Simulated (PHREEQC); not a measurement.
Consider water at 42 °C with 0.051 mol HBr, 0.0002 mol NaCl and 0.035 mol MnSO4 per kg of water. Closed to the air; pH follows from the charge balance.

The numbers come from PHREEQC with the ion-association model, phreeqc.dat.

No solid was allowed to form.

Question: What pH, density, ionic strength does the model give?

Answer: pH 1.56; density 0.999 g/cm³; ionic strength 0.126 mol/kgw.

Question: In which forms is Na present?

Answer: Na+ 98 %, NaSO4- 1.8 % of the Na.

Away from 25 °C the constants follow the database's enthalpies or fits; those with neither stay at their 25 °C values.
